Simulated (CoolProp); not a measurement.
Vapour-liquid equilibrium of R134a (1) + R245fa (2) at 0.803 MPa; x and y are mole fractions of (1).

Computed with CoolProp (multi-fluid Helmholtz-energy mixture model, Tillner-Roth 1994 and Akasaka 2015; pair parameters Akasaka 2014).

Problem. Give the bubble temperature and the first vapour's composition at x = 0.05, 0.75, 0.85. Is there an azeotrope?

Solution. x = 0.05: 76.9 °C, y = 0.120; x = 0.75: 39.9 °C, y = 0.903; x = 0.85: 36.3 °C, y = 0.947. No azeotrope shows between x = 0.05 and 0.95.

The pair parameters rest on a limited set of measurements; away from them the model extrapolates.
